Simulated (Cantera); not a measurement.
Cantera run, input and output.

```python
import numpy as np
import cantera as ct

gas = ct.Solution("gri30.yaml")
gas.TPX = 1498, 1333, {'CH4': 1, 'H2': 37}
reactor = ct.IdealGasConstPressureReactor(gas, energy="off", clone=False)
net = ct.ReactorNet([reactor])
net.rtol, net.atol = 1e-08, 1e-18
show = ['CH4', 'H2', 'C2H2', 'C2H6', 'C2H4', 'C2H', 'H']
times = np.geomspace(0.0006, 100, 11)

steps = ct.SolutionArray(gas, extra=["t"])
rows = []
print(f"{'t/s':>10s}{'T/K':>9s}{'P/Pa':>11s}" + "".join(f"{s:>11s}" for s in show))
for t in times:
    while net.time < t:
        t_next = net.step()
        steps.append(gas.state, t=t_next)
    rows.append([np.interp(t, steps.t, y) for y in (steps.T, steps.P, *steps(*show).X.T)])
    print(f"{t:10.3e}{rows[-1][0]:9.1f}{rows[-1][1]:11.4g}" + "".join(f"{x:11.3e}" for x in rows[-1][2:]))
rate = np.gradient(steps.T, steps.t)
print("integrator steps:", len(steps.t))
if steps.T.max() > steps.T[0] + 200:
    print(f"time of steepest temperature rise: {steps.t[rate.argmax()]:.4e} s")
gas.TPX = 1498, 1333, {'CH4': 1, 'H2': 37}
gas.equilibrate("TP")
print(f"equilibrium (TP): T = {gas.T:.1f} K  " + "  ".join(f"{s} {gas[s].X[0]:.3e}" for s in show))
```

It prints:

```
       t/s      T/K       P/Pa        CH4         H2       C2H2       C2H6       C2H4        C2H          H
 6.000e-04   1498.0       1333  2.632e-02  9.737e-01  1.036e-17  6.274e-14  5.425e-14  3.195e-27  1.618e-07
 1.997e-03   1498.0       1333  2.632e-02  9.737e-01  1.388e-15  2.152e-12  2.105e-12  1.458e-24  5.461e-07
 6.645e-03   1498.0       1333  2.631e-02  9.737e-01  1.834e-13  7.130e-11  7.854e-11  6.414e-22  1.825e-06
 2.212e-02   1498.0       1333  2.631e-02  9.737e-01  2.698e-11  1.980e-09  2.917e-09  3.134e-19  6.076e-06
 7.360e-02   1498.0       1333  2.630e-02  9.737e-01  5.206e-09  3.487e-08  1.105e-07  1.999e-16  2.009e-05
 2.449e-01   1498.0       1333  2.627e-02  9.736e-01  1.194e-06  2.961e-07  3.360e-06  1.417e-13  6.216e-05
 8.152e-01   1498.0       1333  2.606e-02  9.737e-01  7.098e-05  7.820e-07  1.864e-05  1.591e-11  1.174e-04
 2.713e+00   1498.0       1333  2.522e-02  9.741e-01  4.781e-04  7.811e-07  2.071e-05  1.121e-10  1.229e-04
 9.029e+00   1498.0       1333  2.273e-02  9.754e-01  1.697e-03  6.472e-07  2.199e-05  4.039e-10  1.249e-04
 3.005e+01   1498.0       1333  1.688e-02  9.784e-01  4.550e-03  3.763e-07  2.610e-05  1.124e-09  1.301e-04
 1.000e+02   1498.0       1333  8.687e-03  9.826e-01  8.541e-03  1.101e-07  3.476e-05  2.245e-09  1.390e-04
integrator steps: 549
equilibrium (TP): T = 1498.0 K  CH4 1.246e-03  H2 9.864e-01  C2H2 1.217e-02  C2H6 5.300e-09  C2H4 4.600e-05  C2H 3.412e-09  H 1.488e-04
```

Cantera simulation using GRI-Mech 3.0 (53 species, 325 reactions); the numbers are that mechanism's predictions, not measurements. GRI-Mech 3.0 stops at C3 and has no aromatics, soot or wall deposition, so with more carbon than oxygen in the feed, carbon stays in small species such as C2H2 where larger ones or solid carbon would form. Radical loss at walls, strong at low pressure, is not modelled.
